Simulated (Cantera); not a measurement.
An adiabatic, constant-volume homogeneous reactor starts with 4.41 % CH₄, 0.749 % CO, 20.0 % O₂, 74.9 % N₂, equivalence ratio 0.46, at 1100 K and 18000 Torr.

Computed with Cantera and GRI-Mech 3.0 (53 species, 325 reactions). The pressure lies above the range GRI-Mech 3.0 was tuned for (to about 10 atm).

x: mole fraction; the columns are a selection and need not sum to one.

```csv
t (s),T (K),P (bar),x CH₄,x CO,x O₂,x CH₂O,x C₂H₆,x CH₃,x H₂
5.00e-6,1100,24.0,0.0441,0.00749,0.200,2.93e-10,<1e-12,9.30e-9,4.94e-12
1.32e-5,1100,24.0,0.0441,0.00749,0.200,___,7.92e-12,2.54e-8,2.47e-11
3.49e-5,1100,24.0,0.0441,0.00749,0.200,___,1.63e-10,7.23e-8,1.56e-10
9.20e-5,1100,24.0,0.0441,0.00749,0.200,___,3.86e-9,2.23e-7,1.26e-9
0.000243,1100,24.0,0.0441,0.00749,0.200,___,1.01e-7,6.91e-7,1.28e-8
0.000642,1100,24.0,0.0440,0.00749,0.200,___,1.42e-6,1.29e-6,1.16e-7
0.00169,1101,24.0,0.0440,0.00748,0.200,___,8.61e-6,1.79e-6,7.66e-7
0.00447,1105,24.1,0.0436,0.00750,0.199,___,6.54e-5,3.95e-6,1.03e-5
0.0118,2333,50.8,<1e-12,0.000320,0.105,<1e-12,<1e-12,<1e-12,9.51e-5
0.0312,2319,50.5,<1e-12,0.000299,0.102,<1e-12,<1e-12,<1e-12,8.95e-5
0.0823,2319,50.4,<1e-12,0.000298,0.102,<1e-12,<1e-12,<1e-12,8.92e-5
0.217,2319,50.4,<1e-12,0.000298,0.102,<1e-12,<1e-12,<1e-12,8.92e-5
0.574,2319,50.4,<1e-12,0.000298,0.102,<1e-12,<1e-12,<1e-12,8.92e-5
1.51,2319,50.4,<1e-12,0.000298,0.102,<1e-12,<1e-12,<1e-12,8.92e-5
4.00,2319,50.4,<1e-12,0.000298,0.102,<1e-12,<1e-12,<1e-12,8.92e-5
```

Problem. Fill in the missing entries.

Solution. 
- 1.32e-5, x CH₂O: 2.12e-9
- 3.49e-5, x CH₂O: 1.58e-8
- 9.20e-5, x CH₂O: 1.27e-7
- 0.000243, x CH₂O: 1.11e-6
- 0.000642, x CH₂O: 7.80e-6
- 0.00169, x CH₂O: 3.71e-5
- 0.00447, x CH₂O: 0.000254
